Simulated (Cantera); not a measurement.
Feed: 1 mol Si2H6, 0.33 mol Cl2, a varied amount of H2, at 975 K and 0.100 bar.

Method: chemical equilibrium by Gibbs-energy minimisation in Cantera with the NASA 1993 tables (ideal gas, pure condensed phases). Candidate condensed phases: Si; 19 gas species. The feed counts by its element totals alone. The tables' values for SiCl3 are old estimates; treat these amounts as uncertain. Kinetics and transport are ignored.

x: gas mole fraction; n: condensed amount in mol.

```csv
n(H2) (mol),x H2,x SiCl4,x HCl,x SiHCl3,x SiH2Cl2,x SiCl3,x SiCl2,n Si(s)
3.7,0.966,0.0150,0.0106,0.00781,0.000427,0.000314,0.000187,1.84
5.6,0.972,0.0112,0.00986,0.00629,0.000371,0.000252,0.000162,1.84
8.5,0.978,0.00786,0.00906,0.00485,0.000313,0.000194,0.000136,1.84
13,0.983,___,___,___,___,0.000142,___,1.85
19,0.986,0.00341,0.00739,0.00260,0.000208,0.000104,8.93e-5,1.86
29,0.989,___,___,___,___,6.99e-5,___,1.87
44,0.992,0.00112,0.00561,0.00113,0.000120,4.50e-5,5.12e-5,1.88
66,0.994,0.000585,0.00477,0.000696,8.68e-5,2.76e-5,3.70e-5,1.90
```

**Question.** Fill in the missing entries.

**Answer.** 
- 29, x SiCl4: 0.00202
- 29, x HCl: 0.00649
- 29, x SiHCl3: 0.00176
- 29, x SiH2Cl2: 0.000161
- 29, x SiCl2: 6.86e-5
- 13, x SiCl4: 0.00519
- 13, x HCl: 0.00819
- 13, x SiHCl3: 0.00356
- 13, x SiH2Cl2: 0.000256
- 13, x SiCl2: 0.000110
